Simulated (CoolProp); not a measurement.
A single-stage vapour-compression cycle with CH3F (R41): evaporating at 249.15 K (dew point), condensing at 294.15 K (bubble point), superheat 0 K, subcooling 0 K, compressor efficiency 0.8, no pressure losses. Each further row changes one setting.

Model: reference Helmholtz-energy equation of state, Lemmon 2006, in CoolProp. It is a short technical equation, of lower accuracy than the large ones.

```tsv
case	cooling COP	pressure ratio	discharge temperature (K)	refrigerating effect (kJ/kg)	volumetric capacity (kJ/m³)
as stated	___	3.47	344.1	277	5530
evaporating temperature 254.15 K	___	2.96	336.7	277	6520
condensing temperature 289.15 K	3.71	3.08	333.7	292	5840
subcooling 5 K	3.31	3.47	344.1	293	5860
superheat 10 K	3.08	3.47	358.3	293	___
compressor efficiency 0.7	2.74	3.47	___	277	5530
```

### Question
What belongs in the gaps?

### Answer

- as stated, cooling COP: 3.13
- evaporating temperature 254.15 K, cooling COP: 3.67
- superheat 10 K, volumetric capacity (kJ/m³): 5450
- compressor efficiency 0.7, discharge temperature (K): 351.7
